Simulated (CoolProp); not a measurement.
Aqueous potassium carbonate as a coolant, at 22 °C, 1 atm.

Model: Melinder's fits for secondary coolants, in CoolProp.

| mass % | freezing point (°C) | conductivity (W/(m K)) | density (kg/m³) | viscosity (mPa s) | Prandtl number |
|---|---|---|---|---|---|
| 3.9 | … | 0.598 | 1033 | 1.04 | 6.87 |
| 6.5 | -2.2 | 0.596 | 1057 | 1.11 | 7.13 |
| 9 | -3.2 | 0.593 | 1081 | 1.18 | 7.45 |
| 11.5 | -4.3 | 0.590 | 1104 | … | 7.80 |
| 14 | -5.4 | 0.588 | 1129 | 1.36 | 8.20 |
| 16.6 | -6.7 | 0.585 | 1155 | 1.47 | 8.66 |
| 19.1 | -8.2 | … | 1180 | 1.60 | 9.16 |
| 21.6 | -9.9 | 0.581 | 1206 | 1.74 | 9.74 |
| 24.1 | -12.0 | 0.578 | 1233 | 1.91 | 10.4 |
| 26.7 | -14.6 | 0.576 | … | … | 11.3 |
| 29.2 | -17.5 | 0.573 | 1289 | 2.36 | 12.3 |

Question: Some entries are withheld; supply them.

Answer: 
- 3.9, freezing point (°C): -1.2
- 11.5, viscosity (mPa s): 1.27
- 19.1, conductivity (W/(m K)): 0.583
- 26.7, density (kg/m³): 1261
- 26.7, viscosity (mPa s): 2.11
